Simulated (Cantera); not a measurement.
Standard-state values (1 bar) from the NASA 1993 polynomials, evaluated with Cantera. Values are per mole of reaction as written; species without (g) are pure solids or liquids, kept so even where they would boil at 1 bar.

**Question.** Between 423 and 1223 K, where is each reaction favourable under standard conditions?
- 2 N(g) + B₂O₃(g) ⇌ 2 BN + 3 O(g)
- 5 O₂(g) + 4 BN ⇌ 4 NO(g) + 2 B₂O₃(g)

**Answer.** 
- 2 N(g) + B₂O₃(g) ⇌ 2 BN + 3 O(g): ΔG° is 169 kJ at 423 K and 228 kJ at 1223 K; it stays positive (K < 1). ΔH° is 145 kJ and ΔS° -68 J/K at 1223 K.
- 5 O₂(g) + 4 BN ⇌ 4 NO(g) + 2 B₂O₃(g): ΔG° is -441 kJ at 423 K and -704 kJ at 1223 K; it stays negative (K > 1). ΔH° is -313 kJ and ΔS° 320 J/K at 1223 K.
